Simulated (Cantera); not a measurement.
## Fe(CO)₅ + H₂ (iron carbonyl, mercury and lead vapours)

A closed system holds: 1 mol Fe(CO)₅, 0.13 mol H₂, at 10.0 bar.

Equilibrium computed with Cantera from the NASA thermochemical tables; the gas is ideal and each condensed phase is pure. Candidate condensed phases: C, C₆H₆, C₇H₈, C₈H₁₈, Fe, Fe(CO)₅, FeO, Fe(OH)₂, Fe(OH)₃, Fe₂O₃, Fe₃O₄, H₂O; 114 gas species. Iron dissolves carbon and melts from about 1420 K in contact with it, which pure phases cannot show. The tables' stoichiometric FeO is somewhat more stable than real wüstite, so its field is too wide. FeO: taken at fixed stoichiometry. Condensed phases not in the tables: cementite and carbon dissolved in iron. Kinetics and transport are ignored.

From 973 K to 1173 K the condensed part is C(graphite) + FeO(s). From 1273 K to 1573 K the condensed part is C(graphite) + Fe(γ). At 1673 K the condensed part is C(graphite) + Fe(δ).

```json
[
 {"T (K)": "973", "log p CO": "0.42", "log p CO₂": "0.84", "log p H₂O": "-0.48", "log p H₂": "-0.69", "log p CH₄": "-2.28", "n C(graphite)": "2.72", "n FeO(s)": "1.00", "n Fe(γ)": "0", "n Fe(δ)": "0"},
 {"T (K)": "1073", "log p CO": "0.73", "log p CO₂": "0.62", "log p H₂O": "-0.74", "log p H₂": "-0.58", "log p CH₄": "-2.51", "n C(graphite)": "2.24", "n FeO(s)": "1.00", "n Fe(γ)": "0", "n Fe(δ)": "0"},
 {"T (K)": "1173", "log p CO": "0.90", "log p CO₂": "0.24", "log p H₂O": "-1.09", "log p H₂": "-0.54", "log p CH₄": "-2.79", "n C(graphite)": "1.63", "n FeO(s)": "1.00", "n Fe(γ)": "0", "n Fe(δ)": "0"},
 {"T (K)": "1273", "log p CO": "0.96", "log p CO₂": "-0.22", "log p H₂O": "-1.58", "log p H₂": "-0.62", "log p CH₄": "-3.26", "n C(graphite)": "0.302", "n FeO(s)": "0", "n Fe(γ)": "1.00", "n Fe(δ)": "0"},
 {"T (K)": "1373", "log p CO": "0.98", "log p CO₂": "-0.68", "log p H₂O": "-1.96", "log p H₂": "-0.61", "log p CH₄": "-3.51", "n C(graphite)": "0.109", "n FeO(s)": "0", "n Fe(γ)": "1.00", "n Fe(δ)": "0"},
 {"T (K)": "1473", "log p CO": "0.99", "log p CO₂": "-1.10", "log p H₂O": "-2.30", "log p H₂": "-0.60", "log p CH₄": "-3.74", "n C(graphite)": "0.0427", "n FeO(s)": "0", "n Fe(γ)": "1.00", "n Fe(δ)": "0"},
 {"T (K)": "1573", "log p CO": "0.99", "log p CO₂": "-1.47", "log p H₂O": "-2.60", "log p H₂": "-0.60", "log p CH₄": "-3.94", "n C(graphite)": "0.0186", "n FeO(s)": "0", "n Fe(γ)": "1.00", "n Fe(δ)": "0"},
 {"T (K)": "1673", "log p CO": "0.99", "log p CO₂": "-1.79", "log p H₂O": "-2.86", "log p H₂": "-0.60", "log p CH₄": "-4.11", "n C(graphite)": "0.00890", "n FeO(s)": "0", "n Fe(γ)": "0", "n Fe(δ)": "1.000"}
]
```
log p: log10 of the partial pressure in bar; n: condensed amount in mol.
